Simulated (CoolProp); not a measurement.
Vapour-liquid equilibrium of CH2F2 (R32) (1) + R142b (2) at 23.75 °C; x and y are mole fractions of (1).

The numbers come from the multi-fluid Helmholtz-energy mixture model, Tillner-Roth 1997 and Lemmon 2006; pair parameters Bell 2016 in CoolProp.

| x | bubble pressure (kPa) | y at the bubble point | dew pressure at overall composition x (kPa) | liquid density (mol/L) |
|---|---|---|---|---|
| 0.05 | 395.2 | 0.201 | 340.0 | 11.33 |
| 0.2 | 613.0 | 0.537 | 394.7 | 12.08 |
| 0.35 | ___ | ___ | 469.7 | 12.93 |
| 0.5 | 1026 | 0.797 | 578.5 | ___ |
| 0.65 | 1211 | ___ | 748.3 | 14.99 |
| 0.8 | ___ | 0.922 | 1034 | ___ |
| 0.95 | 1570 | ___ | 1478 | ___ |

### Question
Fill in the missing entries.

### Answer

- 0.35, bubble pressure (kPa): 827.0
- 0.35, y at the bubble point: 0.700
- 0.5, liquid density (mol/L): 13.89
- 0.65, y at the bubble point: 0.865
- 0.8, bubble pressure (kPa): 1388
- 0.8, liquid density (mol/L): 16.31
- 0.95, y at the bubble point: 0.979
- 0.95, liquid density (mol/L): 17.94

No azeotrope shows between x = 0.05 and 0.95.

Pair parameters are fitted to limited data, so mixtures are less certain than the pure fluids.
